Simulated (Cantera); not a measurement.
Input: 1 mol SiCl4, 0.038 mol HCl, 28 mol H2, held at 503 Torr.

These are equilibrium values from Cantera (NASA tables, ideal gas, pure condensed phases), not measurements of a reactor. Candidate condensed phases: Si; 19 gas species. The tables' values for SiCl3, SiCl are old estimates; treat these amounts as uncertain. Gases not in the tables: Si2H6 and higher silanes. Equilibrium is a limit: real reactors are often held back by kinetics, nucleation or transport. All values below are at 1802 °C.

Base state: H2 0.884, HCl 0.0913, SiCl2 0.0207, H 0.00306, SiCl3 0.000294, SiCl 0.000254, Cl 0.000233, Si 0.000152 (mole fractions); condensed: Si(l).

Q: What changes in the equilibrium state with this change: SiCl4 replaced by CH3SiH3?

A: 
```
species             before    after
----------------  --------  -------
H2                   0.884    0.995
H                  0.00306  0.00325
HCl                 0.0913  0.00122
SiCl2               0.0207  1.19e-6
SiH2              0.000142  5.80e-5
SiCl3             0.000294    <1e-9
C2H2 (acetylene)         0  4.78e-5
CH4                      0  4.58e-5
SiHCl3             1.87e-5    <1e-9
Si(l), mol           0.347        0
SiC(s), mol              0    0.995
```
The feed counts by its element totals alone. Further candidate phases: C, C6H6, C7H8, C8H18, SiC.
